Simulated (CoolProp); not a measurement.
R125 along the isotherm 377.4 K: fugacity coefficient from the reference equation and from simpler models built on Tc = 339.2 K, pc = 3.618 MPa, ω = 0.305; each cubic takes its own stable root.

Model: reference Helmholtz-energy equation of state, Lemmon 2005, in CoolProp.

| p (MPa) | phase | reference | van der Waals | Redlich-Kwong | Peng-Robinson |
|---|---|---|---|---|---|
| 0.0172 | gas | 0.9989 | 0.9989 | 0.9988 | 0.9987 |
| 0.0352 | gas | 0.9977 | 0.9978 | 0.9976 | 0.9974 |
| 0.0724 | gas | 0.9953 | 0.9954 | 0.9950 | 0.9947 |
| 0.149 | gas | 0.9903 | 0.9906 | 0.9898 | 0.9891 |
| 0.305 | gas | 0.9803 | 0.9808 | 0.9791 | 0.9777 |
| 0.627 | gas | ___ | 0.9606 | 0.9572 | 0.9545 |
| 1.29 | gas | 0.9178 | ___ | ___ | 0.9081 |
| 2.64 | gas | 0.8350 | 0.8357 | 0.8256 | ___ |
| 5.43 | supercritical | 0.6732 | 0.6579 | 0.6546 | 0.6532 |

Q: Some entries are withheld; supply them.

A: 
- 0.627, reference: 0.9596
- 1.29, van der Waals: 0.9193
- 1.29, Redlich-Kwong: 0.9130
- 2.64, Peng-Robinson: 0.8183
